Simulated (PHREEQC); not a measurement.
1 kg of water holding 0.0055 mol/kgw NaCl, 0.0056 mol/kgw Na2SO4 and 0.0049 mol/kgw Na2CO3 is evaporated at 25 °C; the solids stay in contact with the brine. CO2 is held at log p = -3.4 (atm). The run lets Burkeite, Halite, Mirabilite, Nahcolite, Natron, Thenardite, Trona precipitate or redissolve, and no other solid.

All values are PHREEQC results (Pitzer model, pitzer.dat), not measurements.

Question: Predict ionic strength at water left (kg) = 0.2082, 0.02407.

Answer: 
| water left (kg) | ionic strength |
|---|---|
| 0.2082 | 0.165 |
| 0.02407 | 1.49 |

Species that the database lacks are ignored.
